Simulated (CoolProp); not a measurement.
Saturation properties of CH3F (R41).

The numbers come from the reference Helmholtz-energy equation of state, Lemmon 2006 in CoolProp. It is a short technical equation, of lower accuracy than the large ones.

| T (K) | p (bar) | liquid density (kg/m³) | vapour density (kg/m³) | liquid cp (kJ/(kg K)) | surface tension (mN/m) |
|---|---|---|---|---|---|
| 174.1 | 0.2779 | 923.0 | 0.6662 | 2.058 | 18.8 |
| 183 | 0.5047 | 905.3 | 1.161 | 2.060 | 17.4 |
| 192 | 0.8665 | 887.0 | 1.922 | 2.068 | 15.9 |
| 200.9 | 1.402 | 868.3 | 3.015 | 2.082 | ? |
| 209.9 | 2.180 | 848.7 | 4.563 | 2.102 | 13.1 |
| 218.9 | 3.256 | 828.4 | 6.674 | ? | 11.8 |
| 227.8 | 4.683 | 807.4 | 9.453 | 2.168 | 10.5 |
| 236.8 | 6.565 | 785.1 | 13.13 | ? | 9.19 |
| 245.7 | 8.940 | 761.8 | 17.84 | 2.279 | 7.94 |
| 254.7 | 11.95 | 736.7 | 23.95 | 2.361 | 6.72 |
| 263.6 | 15.60 | 710.1 | 31.72 | 2.469 | 5.56 |

Problem. What belongs in the gaps?

Solution. 
- 200.9, surface tension (mN/m): 14.5
- 218.9, liquid cp (kJ/(kg K)): 2.131
- 236.8, liquid cp (kJ/(kg K)): 2.217

It boils at 194.8 K under 1 atm.

Surface tension comes from a separate correlation (Mulero 2012).
